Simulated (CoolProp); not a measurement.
Vapour-liquid equilibrium of R143a (1) + R1234yf (2) at 172.6 K; x and y are mole fractions of (1).

Computed with CoolProp (multi-fluid Helmholtz-energy mixture model, Lemmon and Jacobsen 2000 and Lemmon 2022; pair parameters Bell 2016).

```csv
x,"bubble pressure, mixture model (MPa)","bubble pressure, Raoult's law (MPa)","y, mixture model","y, Raoult's law"
0.05,0.001054,0.001022,0.180,0.155
0.125,0.001259,0.001192,0.366,0.333
0.2,0.001452,0.001361,0.494,0.466
0.275,0.001634,0.001531,0.590,0.570
0.35,0.001807,0.001701,0.664,0.653
0.425,0.001974,0.001871,0.725,0.721
0.5,0.002137,0.002041,0.776,0.777
0.575,0.002295,0.002211,0.820,0.825
0.65,0.002451,0.002380,0.858,0.866
0.725,0.002606,0.002550,0.893,0.902
0.8,0.002760,0.002720,0.925,0.933
0.875,0.002914,0.002890,0.955,0.961
0.95,0.003069,0.003060,0.982,0.985
```

The largest gap from Raoult's law is +6.7 % in bubble pressure, at x = 0.275. No azeotrope shows between x = 0.05 and 0.95.

The pair parameters rest on a limited set of measurements; away from them the model extrapolates.
